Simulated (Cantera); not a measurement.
An adiabatic, constant-volume homogeneous reactor starts with CH₄ : CO : O₂ : N₂ = 1 : 0.5 : 4.5 : 16.9 (molar parts), equivalence ratio 0.50, at 1100 K and 8.20 bar. Integrator tolerance rtol = 1e-08.

Model: GRI-Mech 3.0 (53 species, 325 reactions), integrated in Cantera.

Q: What does this change do: pressure from 8.20 bar to 6.60 bar?

A: 
```
quantity                                                            before                                    after
---------------------------------  ---------------------------------------  ---------------------------------------
time of steepest temperature rise                                  23.1 ms                                  28.3 ms
temperature at 7.00 s                                               2408 K                                   2405 K
equilibrium temperature                                             2408 K                                   2405 K
x(CH₄) at 7.00 s                     <1e-12 (gas-phase equilibrium <1e-12)    <1e-12 (gas-phase equilibrium <1e-12)
x(CO) at 7.00 s                    0.00113 (gas-phase equilibrium 0.00113)  0.00124 (gas-phase equilibrium 0.00124)
x(O₂) at 7.00 s                      0.0922 (gas-phase equilibrium 0.0922)    0.0922 (gas-phase equilibrium 0.0922)
x(C₂H) at 7.00 s                     <1e-12 (gas-phase equilibrium <1e-12)    <1e-12 (gas-phase equilibrium <1e-12)
x(N₂O) at 7.00 s                   2.83e-6 (gas-phase equilibrium 2.83e-6)  2.53e-6 (gas-phase equilibrium 2.53e-6)
```

Q: What does this change do: CO 0.5 to 0.33 parts?

A: 
| quantity | before | after |
|---|---|---|
| time of steepest temperature rise | 23.1 ms | 21.0 ms |
| temperature at 7.00 s | 2408 K | 2362 K |
| equilibrium temperature | 2408 K | 2362 K |
| x(CH₄) at 7.00 s | <1e-12 (gas-phase equilibrium <1e-12) | <1e-12 (gas-phase equilibrium <1e-12) |
| x(CO) at 7.00 s | 0.00113 (gas-phase equilibrium 0.00113) | 0.000764 (gas-phase equilibrium 0.000764) |
| x(O₂) at 7.00 s | 0.0922 (gas-phase equilibrium 0.0922) | 0.0967 (gas-phase equilibrium 0.0967) |
| x(C₂H) at 7.00 s | <1e-12 (gas-phase equilibrium <1e-12) | <1e-12 (gas-phase equilibrium <1e-12) |
| x(N₂O) at 7.00 s | 2.83e-6 (gas-phase equilibrium 2.83e-6) | 2.65e-6 (gas-phase equilibrium 2.65e-6) |
